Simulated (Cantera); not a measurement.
Cantera run:

```python
import numpy as np
import cantera as ct

gas_names = [...]  # 96 gases of nasa_gas.yaml made of C, Cl, H, Ti
cond_names = """
    C(gr) C6H6(L) C7H8(L) C8H18(L),n-octa Ti(a) Ti(b) Ti(L) TiC(s) TiC(L) TiCL2(s) TiCL3(s) TiCL4(L)
""".split()


# ... load() reads the species with a 1 bar reference pressure and builds the phases ...
atoms = {
    'TiCl4': {'Ti': 1, 'CL': 4},
    'CH4': {'C': 1, 'H': 4},
}
top_T = {'C(gr)': 4500, 'TiCL2(s)': 1300, 'TiCL3(s)': 1000}  # K; cautious upper limits of use, not melting points


# ... equilibrate(T, P, feed) seeds the gas with the atoms and calls Mixture.equilibrate('TP', solver="vcs", rtol=1e-11, max_steps=5000) ...
results = []
feed = {'TiCl4': 1, 'CH4': 0.57}  # mol
T = 1250  # K
P = 54  # Pa
mix = equilibrate(T, P, feed)
results.append((T, P, feed, dict(zip(mix.species_names, mix.species_moles))))
print(gas.report(threshold=1e-05))
for i in range(1, mix.n_phases):
    print(f"{mix.phase(i).name:16s} {mix.phase_moles(i):12.5e} mol")
```

Result:

```
       temperature   1250 K
          pressure   54 Pa
           density   0.00034874 kg/m^3
  mean mol. weight   67.12 kg/kmol
   phase of matter   gas

                          1 kg             1 kmol
                     ---------------   ---------------
          enthalpy       -2.6839e+06       -1.8014e+08  J
   internal energy       -2.8387e+06       -1.9054e+08  J
           entropy            5306.5        3.5617e+05  J/K
    Gibbs function        -9.317e+06       -6.2536e+08  J
 heat capacity c_p            731.13             49074  J/K
 heat capacity c_v            607.26             40759  J/K

                      mass frac. Y      mole frac. X     chem. pot. / RT
                     ---------------   ---------------   ---------------
                CL        1.6371e-05        3.0997e-05           -27.917
               HCL           0.33461           0.61602           -41.763
                H2         0.0037512           0.12489           -27.692
             TiCL2        0.00013985        7.9036e-05           -78.133
             TiCL3           0.30582            0.1331           -106.05
             TiCL4           0.35567           0.12586           -133.97
     [  +90 minor]         1.539e-07        7.4842e-06

C(gr)             2.52156e-01 mol
Ti(b)             0.00000e+00 mol
TiC(s)            3.17844e-01 mol
TiCL2(s)          0.00000e+00 mol
TiCL4(L)          0.00000e+00 mol
```

Method: chemical equilibrium by Gibbs-energy minimisation in Cantera with the NASA 1993 tables (ideal gas, pure condensed phases). The tables' values for TiCl2 are old estimates; treat these amounts as uncertain. TiC: taken at fixed stoichiometry.
